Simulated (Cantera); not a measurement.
**Ignition delay**

Mixture: CO : H₂ : CH₄ : O₂ : N₂ : CO₂ = 1 : 0.074 : 0.063 : 0.934 : 3.51 : 0.23 (molar parts), at 22500 Torr, adiabatic and at constant volume. Ignition delay is the time to a rise of 400 K.

Detailed kinetics in Cantera: GRI-Mech 3.0 (53 species, 325 reactions). The pressure lies above the range GRI-Mech 3.0 was tuned for (to about 10 atm).

| T0 (K) | delay (ms) |
|---|---|
| 1323 | 0.0276 |
| 1398 | 0.0135 |
| 1473 | 0.00741 |
| 1548 | 0.00447 |
| 1623 | 0.00294 |
| 1698 | 0.00208 |
| 1773 | 0.00158 |

```json
{
 "apparent activation energy between 1623 and 1773 K": "99 kJ/mol"
}
```
